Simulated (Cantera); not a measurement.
## Thermodynamics of carbon deposition, reforming and gasification, feed C + H2 + N2

Feed: 1 mol C, 4.7 mol H2, 42 mol N2, at 10.0 bar.

These are equilibrium values from Cantera (NASA tables, ideal gas, pure condensed phases), not measurements of a reactor. Candidate condensed phases: C, C6H6, C7H8, C8H18; 92 gas species. Kinetics and transport are ignored.

| T (°C) | x N2 | x H2 | x CH4 | x NH3 | n C(graphite) |
|---|---|---|---|---|---|
| 427 | 0.920 | 0.0573 | 0.0219 | 0.00123 | 0 |
| 477 | 0.919 | 0.0581 | 0.0219 | 0.000686 | 0 |
| 527 | 0.919 | 0.0585 | 0.0219 | 0.000406 | 0 |
| 577 | 0.919 | 0.0591 | 0.0217 | 0.000255 | 0.00819 |
| 627 | 0.913 | 0.0707 | 0.0156 | 0.000218 | 0.283 |
| 677 | 0.909 | 0.0800 | 0.0107 | 0.000178 | 0.504 |
| 727 | 0.906 | 0.0868 | 0.00719 | 0.000142 | 0.667 |
| 777 | 0.904 | 0.0914 | 0.00478 | 0.000111 | 0.778 |
| 827 | 0.902 | 0.0944 | 0.00320 | 8.76e-5 | 0.851 |
| 877 | 0.901 | 0.0964 | 0.00218 | 6.93e-5 | 0.898 |
| 927 | 0.901 | 0.0977 | 0.00151 | 5.54e-5 | 0.929 |
| 977 | 0.900 | 0.0985 | 0.00107 | 4.48e-5 | 0.948 |
| 1027 | 0.900 | 0.0991 | 0.000772 | 3.67e-5 | 0.961 |
| 1077 | 0.900 | 0.0995 | 0.000570 | 3.04e-5 | 0.969 |
x: gas mole fraction; n: condensed amount in mol.

From 427 °C to 527 °C nothing is condensed. From 577 °C to 1077 °C the condensed part is C(graphite). The main C-bearing gas is CH4 throughout.
